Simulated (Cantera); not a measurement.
Input: 1 mol Pb, 0.47 mol CO, 1.7 mol N₂, held at 1000 Pa.

Equilibrium computed with Cantera from the NASA thermochemical tables; the gas is ideal and each condensed phase is pure. Candidate condensed phases: C, Pb, PbO, PbO₂, Pb₃O₄; 27 gas species. Rates play no part.

At 1300 K, list the 4 most abundant gas species with their mole fractions, and the condensed phases.

N₂ 0.578, Pb 0.262, CO 0.160, Pb₂ 2.50e-5. Condensed: Pb(l).
